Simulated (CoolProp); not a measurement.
Vapour-liquid equilibrium of acetone (1) + benzene (2) at 0.168 MPa; x and y are mole fractions of (1).

Computed with CoolProp (multi-fluid Helmholtz-energy mixture model, Lemmon 2006 and Thol 2012; pair parameters Bell 2016).

```csv
x,"bubble temperature, mixture model (K)","bubble temperature, Raoult's law (K)","y, mixture model","y, Raoult's law"
0.05,367.6,368.7,0.121,0.099
0.2,360.8,363.5,0.375,0.344
0.35,356.2,359.1,0.541,0.532
0.5,352.7,355.2,0.667,0.680
0.65,349.9,351.7,0.773,0.799
0.8,347.5,348.6,0.872,0.896
0.95,345.5,345.7,0.968,0.976
```

The largest gap from Raoult's law is -2.9 K in bubble temperature, at x = 0.35. No azeotrope shows between x = 0.05 and 0.95.

Pair parameters are fitted to limited data, so mixtures are less certain than the pure fluids.
